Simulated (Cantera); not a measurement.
An isothermal, constant-pressure homogeneous reactor starts with CH4 : N2 = 1 : 11 (molar parts), at 1773 K and 0.503 Torr. Integrator tolerance rtol = 1e-08.

Computed with Cantera and GRI-Mech 3.0 (53 species, 325 reactions). GRI-Mech 3.0 stops at C3 and has no aromatics, soot or wall deposition, so with more carbon than oxygen in the feed, carbon stays in small species such as C2H2 where larger ones or solid carbon would form. Radical loss at walls, strong at low pressure, is not modelled.

**Question.** What does this change do: temperature 1773 to 1525 K?

**Answer.** 
| quantity | before | after |
|---|---|---|
| x(CH4) at 2.00 s | 0.0330 (gas-phase equilibrium 1.85e-7) | 0.0831 (gas-phase equilibrium 1.92e-6) |
| x(H) at 2.00 s | 0.000179 (gas-phase equilibrium 0.00373) | 1.17e-7 (gas-phase equilibrium 0.000312) |
| x(H2) at 2.00 s | 0.0668 (gas-phase equilibrium 0.113) | 0.000130 (gas-phase equilibrium 0.115) |
| x(CH3) at 2.00 s | 0.00160 (gas-phase equilibrium 1.23e-7) | 0.000139 (gas-phase equilibrium 1.05e-7) |
| x(C2H4) at 2.00 s | 0.00135 (gas-phase equilibrium 2.22e-8) | 2.76e-5 (gas-phase equilibrium 2.16e-7) |

**Question.** What does this change do: temperature 1773 to 1075 K?

**Answer.** 
```csv
quantity,before,after
x(CH4) at 2.00 s,0.0330 (gas-phase equilibrium 1.85e-7),0.0833 (gas-phase equilibrium 0.00180)
x(H) at 2.00 s,0.000179 (gas-phase equilibrium 0.00373),<1e-12 (gas-phase equilibrium 1.92e-7)
x(H2) at 2.00 s,0.0668 (gas-phase equilibrium 0.113),1.83e-10 (gas-phase equilibrium 0.113)
x(CH3) at 2.00 s,0.00160 (gas-phase equilibrium 1.23e-7),3.67e-10 (gas-phase equilibrium 5.51e-8)
x(C2H4) at 2.00 s,0.00135 (gas-phase equilibrium 2.22e-8),<1e-12 (gas-phase equilibrium 0.000153)
```
